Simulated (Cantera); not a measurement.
Input: 1 mol B₂O₃, 3.3 mol HF, 5.2 mol N₂, 37 mol Cl₂, at 1125 °C and 0.100 bar.

These are equilibrium values from Cantera (NASA tables, ideal gas, pure condensed phases), not measurements of a reactor. Candidate condensed phases: B, BN, B₂O₃, B₃O₃H₃, H₂O, NH₄Cl; 75 gas species. The tables' values for BOCl are old estimates; treat these amounts as uncertain. Kinetics and transport are ignored.

Question: What is the equilibrium state?

Answer: 
```
Property                                  Value
------------------------------------  ---------
x(Cl₂)                                    0.694
x(N₂)                                     0.107
x(Cl)                                    0.0738
x(HCl)                                   0.0668
x(BOF)                                   0.0249
x(O₂)                                    0.0168
x(BF₃)                                   0.0130
x(HF)                                   0.00131
x(B₃O₃F₃)                              0.000990
gas amount                            48.37 mol
log10 activity of B(s) (absent)          -15.50
log10 activity of B₃O₃H₃(s) (absent)     -38.23
```
